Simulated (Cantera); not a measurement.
Input: 1 mol PbS, 9.7 mol H2, 11 mol N2, held at 3.20 bar.

Cantera equilibrium calculation (NASA polynomials, part measured and part estimated; ideal gas, pure solids and liquids). Candidate condensed phases: Pb, PbS, S; 18 gas species. Mutual solubility and eutectic melting of coexisting phases are not modelled. Rates play no part.

x: gas mole fraction; n: condensed amount in mol.

```json
[
 {"T (K)": "848", "x N2": "0.531", "x H2": "0.466", "x H2S": "0.00163", "x PbS": "2.37e-7", "x NH3": "0.00140", "x Pb": "9.35e-8", "n Pb(l)": "0.0337", "n PbS(s)": "0.966"},
 {"T (K)": "898", "x N2": "0.531", "x H2": "0.465", "x H2S": "[?]", "x PbS": "[?]", "x NH3": "[?]", "x Pb": "[?]", "n Pb(l)": "[?]", "n PbS(s)": "0.939"},
 {"T (K)": "948", "x N2": "0.531", "x H2": "0.463", "x H2S": "0.00494", "x PbS": "6.45e-6", "x NH3": "0.000615", "x Pb": "1.50e-6", "n Pb(l)": "0.102", "n PbS(s)": "0.898"},
 {"T (K)": "998", "x N2": "0.531", "x H2": "0.460", "x H2S": "0.00784", "x PbS": "2.60e-5", "x NH3": "0.000430", "x Pb": "4.84e-6", "n Pb(l)": "0.162", "n PbS(s)": "0.837"},
 {"T (K)": "1048", "x N2": "0.531", "x H2": "0.456", "x H2S": "0.0118", "x PbS": "9.13e-5", "x NH3": "0.000309", "x Pb": "1.40e-5", "n Pb(l)": "0.245", "n PbS(s)": "0.753"},
 {"T (K)": "1098", "x N2": "0.531", "x H2": "0.451", "x H2S": "0.0171", "x PbS": "0.000285", "x NH3": "0.000227", "x Pb": "3.65e-5", "n Pb(l)": "0.353", "n PbS(s)": "0.640"},
 {"T (K)": "1148", "x N2": "0.531", "x H2": "0.444", "x H2S": "[?]", "x PbS": "[?]", "x NH3": "[?]", "x Pb": "[?]", "n Pb(l)": "[?]", "n PbS(s)": "[?]"},
 {"T (K)": "1198", "x N2": "0.530", "x H2": "0.436", "x H2S": "0.0318", "x PbS": "0.00205", "x NH3": "0.000129", "x Pb": "0.000195", "n Pb(l)": "0.656", "n PbS(s)": "0.298"}
]
```

Problem. Fill in the missing entries.

Solution. 
- 898, x H2S: 0.00293
- 898, x PbS: 1.36e-6
- 898, x NH3: 0.000910
- 898, x Pb: 4.05e-7
- 898, n Pb(l): 0.0607
- 1148, x H2S: 0.0237
- 1148, x PbS: 0.000800
- 1148, x NH3: 0.000170
- 1148, x Pb: 8.76e-5
- 1148, n Pb(l): 0.490
- 1148, n PbS(s): 0.492
